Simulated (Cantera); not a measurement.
A closed system holds: 1 mol AlN, 2.8 mol Cl2, 0.75 mol O2, held at 0.100 bar.

These are equilibrium values from Cantera (NASA tables, ideal gas, pure condensed phases), not measurements of a reactor. Candidate condensed phases: Al, AlCl3, AlN, Al2O3; 24 gas species. Rates play no part.

x: gas mole fraction; n: condensed amount in mol.

```
T (K)  x Cl2        x Cl   x N2     x AlCl3        x O2        x NO  n Al2O3(s)
-----  -----  ----------  -----  ----------  ----------  ----------  ----------
1150   0.840     0.00795  0.151    0.000516    0.000385     2.46e-6       0.499
1200   0.834      0.0137  0.150    0.000949    0.000707     4.96e-6       0.498
1250   0.825      0.0224  0.150     0.00165     0.00123     9.41e-6       0.497
1300   0.811  (withheld)  0.149  (withheld)  (withheld)  (withheld)       0.495
1350   0.791      0.0536  0.147     0.00433     0.00322     2.90e-5       0.493
1400   0.765  (withheld)  0.145  (withheld)  (withheld)  (withheld)       0.489
1450   0.729       0.111  0.143     0.00951     0.00706     7.41e-5       0.483
1500   0.685       0.153  0.139      0.0132     0.00981    0.000111       0.476
1550   0.630       0.203  0.135      0.0176      0.0131    0.000160       0.467
1600   0.568       0.262  0.131      0.0226      0.0167    0.000222       0.457
1650   0.499       0.327  0.126      0.0276      0.0204    0.000297       0.445
1700   0.426       0.397  0.120      0.0324      0.0239    0.000382       0.433
1750   0.354       0.467  0.115      0.0365      0.0269    0.000476       0.420
1800   0.286       0.535  0.109      0.0396      0.0291    0.000576       0.410
```

**Question.** Complete the blanks.

**Answer.** 
- 1400, x Cl: 0.0786
- 1400, x AlCl3: 0.00655
- 1400, x O2: 0.00487
- 1400, x NO: 4.74e-5
- 1300, x Cl: 0.0353
- 1300, x AlCl3: 0.00274
- 1300, x O2: 0.00204
- 1300, x NO: 1.69e-5
